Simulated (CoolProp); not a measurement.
n-butane along the isobar 12 MPa: density (kg/m³) from the reference equation and from simpler models built on Tc = 425.1 K, pc = 3.796 MPa, ω = 0.201; each cubic takes its own stable root.

Values from CoolProp's reference Helmholtz-energy equation of state, Bücker 2006.

| T (K) | phase | reference | van der Waals | Redlich-Kwong | Peng-Robinson |
|---|---|---|---|---|---|
| 287.9 | liquid | 600.6 | 392.1 | 556.0 | 637.5 |
| 302.3 | liquid | 586.4 | 385.4 | 542.4 | 622.7 |
| 316.7 | liquid | 571.9 | 378.6 | 528.2 | 606.8 |
| 331 | liquid | 556.9 | 371.6 | 513.6 | 590.0 |
| 345.4 | liquid | 541.3 | 364.3 | 498.2 | 572.0 |
| 359.8 | liquid | 525.1 | 356.8 | 482.2 | 552.6 |
| 374.1 | liquid | 508.3 | 349.1 | 465.7 | 532.1 |
| 388.5 | liquid | 490.4 | 341.1 | 448.4 | 510.0 |
| 402.9 | liquid | 471.6 | 332.9 | 430.4 | 486.3 |
| 417.2 | liquid | 451.7 | 324.4 | 411.8 | 461.2 |
| 431.6 | supercritical | 430.3 | 315.5 | 392.4 | 434.4 |
| 446 | supercritical | 407.5 | 306.4 | 372.3 | 406.2 |
| 460.3 | supercritical | 383.2 | 297.0 | 351.9 | 377.3 |
| 474.7 | supercritical | 357.2 | 287.2 | 331.1 | 347.8 |
